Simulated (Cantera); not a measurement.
# Catalytic combustion on Pt

An isothermal plug-flow reactor at 498 K and 1.01 bar (inlet), inlet velocity 2.9 m/s, active area per volume 4500 1/m; feed H2 : O2 : N2 = 0.0072 : 0.014 : 0.79 (molar parts), equivalence ratio 0.26.

Computed with Cantera and Deutschmann's 1995 Pt surface mechanism with GRI-Mech 3.0 gas chemistry. Catalytic surfaces can have several steady states; this one follows from the mechanism file's or the stated starting coverage. Mass transfer to the wall is taken as infinitely fast.

```
z (m)        x H2    x O2    x H2O  θ free Pt   θ O*    θ OH*
-------  --------  ------  -------  ---------  -----  -------
4.9e-05   0.00326  0.0145  0.00564      0.329  0.620   0.0501
8.2e-05   0.00223  0.0140  0.00668      0.233  0.719   0.0471
0.00014   0.00141  0.0136  0.00749      0.152  0.806   0.0415
0.00023  0.000895  0.0133  0.00802     0.0982  0.866   0.0352
0.00038  0.000551  0.0131  0.00836     0.0613  0.910   0.0289
0.00064  0.000330  0.0130  0.00858     0.0370  0.940   0.0230
0.0011   0.000192  0.0130  0.00872     0.0217  0.960   0.0179
0.0018   0.000117  0.0129  0.00880     0.0133  0.973   0.0141
0.003     7.04e-5  0.0129  0.00884    0.00797  0.981   0.0110
0.0049    4.30e-5  0.0129  0.00887    0.00488  0.986  0.00864
```
x: gas mole fraction; θ: surface coverage.
